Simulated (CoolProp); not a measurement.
Properties of chlorine along the isobar 4.24 MPa.

Model: reference Helmholtz-energy equation of state, Thol 2021, in CoolProp.

```tsv
T (K)	phase	Z	cv (kJ/(kg K))
185.2	liquid	0.1139	0.5304
193.1	liquid	0.1106	0.5243
201	liquid	0.1076	0.5187
208.9	liquid	[?]	0.5136
216.7	liquid	0.1023	0.5090
224.6	liquid	[?]	0.5049
232.5	liquid	0.09790	0.5013
240.4	liquid	0.09597	0.4982
248.3	liquid	0.09421	[?]
256.2	liquid	0.09261	0.4934
264.1	liquid	0.09115	0.4916
271.9	liquid	0.08985	[?]
279.8	liquid	0.08867	0.4887
287.7	liquid	[?]	0.4875
295.6	liquid	0.08671	0.4864
```

**Question.** Some entries are withheld; supply them.

**Answer.** 
- 208.9, Z: 0.1048
- 224.6, Z: 0.1000
- 248.3, cv (kJ/(kg K)): 0.4956
- 271.9, cv (kJ/(kg K)): 0.4901
- 287.7, Z: 0.08762
